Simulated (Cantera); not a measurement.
Input: 1 mol Ti, 0.062 mol C3H8, equilibrated at 0.0133 bar.

Equilibrium computed with Cantera from the NASA thermochemical tables; the gas is ideal and each condensed phase is pure. Candidate condensed phases: C, C6H6, C7H8, C8H18, Ti, TiC; 77 gas species. Mutual solubility and eutectic melting of coexisting phases are not modelled. TiC: taken at fixed stoichiometry. Condensed phases not in the tables: N, O or C dissolved in the metal. Equilibrium is a limit: real reactors are often held back by kinetics, nucleation or transport.

x: gas mole fraction; n: condensed amount in mol.

```json
[
 {"T (K)": "1475", "x H2": "1.000", "x H": "0.000112", "x Ti": "4.32e-8", "n Ti(β)": "0.814", "n TiC(s)": "0.186", "n Ti(l)": "0"},
 {"T (K)": "1525", "x H2": "1.000", "x H": "0.000205", "x Ti": "1.48e-7", "n Ti(β)": "0.814", "n TiC(s)": "0.186", "n Ti(l)": "0"},
 {"T (K)": "1575", "x H2": "1.000", "x H": "0.000360", "x Ti": "4.66e-7", "n Ti(β)": "0.814", "n TiC(s)": "0.186", "n Ti(l)": "0"},
 {"T (K)": "1625", "x H2": "0.999", "x H": "0.000611", "x Ti": "1.37e-6", "n Ti(β)": "0.814", "n TiC(s)": "0.186", "n Ti(l)": "0"},
 {"T (K)": "1675", "x H2": "0.999", "x H": "0.00101", "x Ti": "3.76e-6", "n Ti(β)": "0.814", "n TiC(s)": "0.186", "n Ti(l)": "0"},
 {"T (K)": "1725", "x H2": "0.998", "x H": "0.00161", "x Ti": "9.75e-6", "n Ti(β)": "0.814", "n TiC(s)": "0.186", "n Ti(l)": "0"},
 {"T (K)": "1775", "x H2": "0.997", "x H": "[?]", "x Ti": "[?]", "n Ti(β)": "0.814", "n TiC(s)": "0.186", "n Ti(l)": "0"},
 {"T (K)": "1825", "x H2": "0.996", "x H": "0.00381", "x Ti": "5.57e-5", "n Ti(β)": "0.814", "n TiC(s)": "0.186", "n Ti(l)": "0"},
 {"T (K)": "1875", "x H2": "0.994", "x H": "0.00566", "x Ti": "0.000124", "n Ti(β)": "0.814", "n TiC(s)": "0.186", "n Ti(l)": "0"},
 {"T (K)": "1925", "x H2": "0.991", "x H": "0.00824", "x Ti": "0.000264", "n Ti(β)": "0.814", "n TiC(s)": "0.186", "n Ti(l)": "0"},
 {"T (K)": "1975", "x H2": "0.988", "x H": "[?]", "x Ti": "[?]", "n Ti(β)": "0", "n TiC(s)": "0.186", "n Ti(l)": "0.814"},
 {"T (K)": "2025", "x H2": "0.982", "x H": "0.0165", "x Ti": "0.00103", "n Ti(β)": "0", "n TiC(s)": "0.186", "n Ti(l)": "0.814"},
 {"T (K)": "2075", "x H2": "0.975", "x H": "0.0228", "x Ti": "0.00193", "n Ti(β)": "0", "n TiC(s)": "0.186", "n Ti(l)": "0.814"}
]
```

**Question.** Fill in the missing entries.

**Answer.** 
- 1775, x H: 0.00250
- 1775, x Ti: 2.39e-5
- 1975, x H: 0.0118
- 1975, x Ti: 0.000534
